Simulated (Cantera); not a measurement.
A closed system holds: 1 mol SiH4, 0.41 mol O2, 10 mol H2, at 2123.15 K and 0.133 bar.

Cantera equilibrium calculation (NASA polynomials, part measured and part estimated; ideal gas, pure solids and liquids). Gases not in the tables: Si2H6 and higher silanes. Kinetics and transport are ignored.

| species | before | after |
|---|---|---|
| H2 | 0.925 | 1.00 |
| SiO | 0.0636 | <1e-9 |
| H | 0.00946 | <1e-9 |
| Si | 0.00128 | <1e-9 |
| SiH | 0.000232 | <1e-9 |
| SiH2 | 0.000190 | <1e-9 |
| Si2 | 1.75e-5 | <1e-9 |
| Si(l), mol | 0.158 | 0 |
| Si(s), mol | 0 | 0.590 |
| SiO2(α-quartz), mol | 0 | 0.410 |
Gas species are given as mole fractions.

Question: Name the change that produced these shifts.
A) temperature from 2123.15 K to 1925 K
B) temperature from 2123.15 K to 650 K
C) O2 from 0.41 to 0.64 mol
D) O2 from 0.41 to 0.65 mol

Answer: B, temperature from 2123.15 K to 650 K
